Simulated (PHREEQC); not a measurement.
Ultrapure water in contact with air or piping (model solution)

Synthetic water in mmol/kgw, 25 °C, pH 5.87, pe 10: Na 0.000454; K 0.000534; Ca 0.0032; Mg 0.000236; Cl 0.00376; S(6) 0.000551; Alkalinity (meq/kgw) 0.00285; Si 0.000215; Br 4.24e-05; N(5) 0.000194; O(0) (counted as O atoms) 5.78e-06.

Valence states are taken as typed.

Equilibrium calculation in PHREEQC: ion-association model, phreeqc.dat.

No solid was allowed to form.

**Question.** Predict the charge-balance error.

**Answer.** charge-balance error -0.5 %.

**Question.** In which forms is C present?

**Answer.** CO2 75 %, HCO3- 25 % of the C.
